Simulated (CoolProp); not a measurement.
Water along the isobar 243 bar: fugacity coefficient from the reference equation and from simpler models built on Tc = 373.9 °C, pc = 220.6 bar, ω = 0.344; each cubic takes its own stable root.

The numbers come from the reference Helmholtz-energy equation of state, Wagner 2002 in CoolProp.

```tsv
T (°C)	phase	reference	Redlich-Kwong	Peng-Robinson
356.45	liquid	0.5256	0.5650	0.5300
397.55	supercritical	0.6763	0.6746	0.6596
438.55	supercritical	0.7490	0.7321	[?]
479.65	supercritical	[?]	[?]	0.7765
520.65	supercritical	0.8383	0.8092	0.8165
561.75	supercritical	0.8681	0.8372	0.8492
602.85	supercritical	0.8918	0.8603	0.8762
643.85	supercritical	0.9108	0.8797	0.8985
```

### Question
Complete the blanks.

### Answer

- 438.55, Peng-Robinson: 0.7262
- 479.65, reference: 0.8000
- 479.65, Redlich-Kwong: 0.7751
